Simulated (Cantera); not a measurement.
Charge: 1 mol Pb, 0.085 mol O2, 0.21 mol N2, equilibrated at 10.0 mbar.

Equilibrium computed with Cantera from the NASA thermochemical tables; the gas is ideal and each condensed phase is pure. Candidate condensed phases: Pb, PbO, PbO2, Pb3O4; 12 gas species. Mutual solubility and eutectic melting of coexisting phases are not modelled. Equilibrium is a limit: real reactors are often held back by kinetics, nucleation or transport.

x: gas mole fraction; n: condensed amount in mol.

| T (°C) | x N2 | x Pb | x PbO | x Pb2 | x NO | x O2 | n Pb(s) | n PbO(red) | n Pb(l) | n PbO(yellow) |
|---|---|---|---|---|---|---|---|---|---|---|
| 250 | 1.00 | 1.72e-12 | <1e-12 | <1e-12 | <1e-12 | <1e-12 | 0.830 | 0.170 | 0 | 0 |
| 300 | 1.00 | 8.33e-11 | <1e-12 | <1e-12 | <1e-12 | <1e-12 | 0.830 | 0.170 | 0 | 0 |
| 350 | 1.00 | 2.08e-9 | <1e-12 | <1e-12 | <1e-12 | <1e-12 | 0 | 0.170 | 0.830 | 0 |
| 400 | 1.00 | 3.06e-8 | 2.36e-12 | <1e-12 | <1e-12 | <1e-12 | 0 | 0.170 | 0.830 | 0 |
| 450 | 1.00 | 3.10e-7 | 7.75e-11 | <1e-12 | <1e-12 | <1e-12 | 0 | 0.170 | 0.830 | 0 |
| 500 | 1.000 | 2.31e-6 | 1.60e-9 | <1e-12 | <1e-12 | <1e-12 | 0 | 0 | 0.830 | 0.170 |
| 550 | 1.000 | 1.34e-5 | 2.27e-8 | 1.65e-12 | <1e-12 | <1e-12 | 0 | 0 | 0.830 | 0.170 |
| 600 | 1.000 | (withheld) | (withheld) | (withheld) | (withheld) | <1e-12 | 0 | 0 | 0.830 | 0.170 |
| 650 | 1.000 | 0.000254 | 1.89e-6 | 2.28e-10 | 2.04e-11 | <1e-12 | 0 | 0 | 0.830 | 0.170 |
| 700 | 0.999 | 0.000875 | 1.21e-5 | 1.82e-9 | 1.62e-10 | 8.22e-12 | 0 | 0 | 0.830 | 0.170 |
| 750 | 0.997 | 0.00267 | 6.43e-5 | 1.17e-8 | 1.05e-9 | 1.14e-10 | 0 | 0 | 0.829 | 0.170 |
| 800 | 0.992 | (withheld) | (withheld) | (withheld) | (withheld) | (withheld) | 0 | 0 | 0.828 | 0.170 |
| 850 | 0.981 | 0.0183 | 0.00114 | 2.93e-7 | 2.63e-8 | 1.08e-8 | 0 | 0 | 0.826 | 0.170 |

Q: Complete the blanks.

A: 
- 600, x Pb: 6.36e-5
- 600, x PbO: 2.36e-7
- 600, x Pb2: 2.25e-11
- 600, x NO: 2.01e-12
- 800, x Pb: 0.00731
- 800, x PbO: 0.000291
- 800, x Pb2: 6.34e-8
- 800, x NO: 5.69e-9
- 800, x O2: 1.24e-9
